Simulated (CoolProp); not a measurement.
A simple Rankine cycle with R1233zd(E): condensing at 320.15 K, boiler at 1.24 MPa, turbine inlet 449 K, turbine efficiency 0.9, pump efficiency 0.6, no recuperator. Each further row changes one setting.

Values from CoolProp's reference Helmholtz-energy equation of state, Akasaka 2022.

| case | thermal efficiency (%) | net work (kJ/kg) | heat in (kJ/kg) | turbine exit temperature (K) | volume ratio over the turbine |
|---|---|---|---|---|---|
| as stated | 11.5 | 33.1 | 287 | 403.1 | 4.55 |
| condensing temperature 312.15 K | … | … | … | 396.5 | 5.79 |
| boiler pressure 0.868 MPa | … | 26.5 | 292 | … | … |
| turbine efficiency 0.8 | … | 29.2 | 287 | 407.2 | 4.60 |

Q: What belongs in the gaps?

A: 
- condensing temperature 312.15 K, thermal efficiency (%): 12.9
- condensing temperature 312.15 K, net work (kJ/kg): 38.5
- condensing temperature 312.15 K, heat in (kJ/kg): 297
- boiler pressure 0.868 MPa, thermal efficiency (%): 9.1
- boiler pressure 0.868 MPa, turbine exit temperature (K): 414.8
- boiler pressure 0.868 MPa, volume ratio over the turbine: 3.15
- turbine efficiency 0.8, thermal efficiency (%): 10.2
